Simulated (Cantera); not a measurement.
A closed system holds: 1 mol FeCl3, 0.027 mol HCl, 0.27 mol N2, equilibrated at 1998.15 K and 2.60 mbar.

These are equilibrium values from Cantera (NASA tables, ideal gas, pure condensed phases), not measurements of a reactor. Candidate condensed phases: Fe, FeCl2, FeCl3, NH4Cl; 18 gas species. Kinetics and transport are ignored.

### Question
What is the equilibrium state?

### Answer
- x(FeCl2) = 0.435
- x(Cl) = 0.434
- x(N2) = 0.118
- x(HCl) = 0.0117
- x(Cl2) = 0.000912
- x(FeCl3) = 0.000250
- x(Fe) = 0.000138
- x(FeCl) = 4.72e-5
- x(H) = 2.00e-5
- gas amount = 2.295 mol
- log10 activity of Fe(l) (absent) = -3.00
- log10 activity of FeCl2(l) (absent) = -4.55
